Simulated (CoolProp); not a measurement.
Vapour-liquid equilibrium of CH2F2 (R32) (1) + R236EA (2) at 283.6 K; x and y are mole fractions of (1).

Values from CoolProp's multi-fluid Helmholtz-energy mixture model, Tillner-Roth 1997 and Rui 2013; pair parameters Bell 2016.

Problem. Give the bubble pressure and the first vapour's composition at x = 0.05, 0.35, 0.65. Is there an azeotrope?

Solution. x = 0.05: 0.1592 MPa, y = 0.270; x = 0.35: 0.4202 MPa, y = 0.791; x = 0.65: 0.7203 MPa, y = 0.927. No azeotrope shows between x = 0.05 and 0.95.

The pair parameters rest on a limited set of measurements; away from them the model extrapolates.
